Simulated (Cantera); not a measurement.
Charge: 1 mol Ti(NMe₂)₄, 230 mol H₂, held at 2150 K and 0.0133 bar.

These are equilibrium values from Cantera (NASA tables, ideal gas, pure condensed phases), not measurements of a reactor. Candidate condensed phases: C, C₆H₆, C₇H₈, C₈H₁₈, Ti, TiC, TiN; 93 gas species. The feed counts by its element totals alone. TiC: taken at fixed stoichiometry. Rates play no part.

Question: What is the equilibrium state?

Answer: 
- x(H₂): 0.953
- x(H): 0.0357
- x(N₂): 0.00694
- x(HCN): 0.00208
- x(C₂H₂ (acetylene)): 0.00185
- x(HNC): 0.000152
- x(CH₄): 3.56e-6
- x(CH₃): 2.57e-6
- x(CN): 2.51e-6
- n(C(graphite)): 5.52 mol
- n(TiC(s)): 1.000 mol
- gas amount: 248.4 mol
- log10 activity of Ti(l) (absent): -3.74
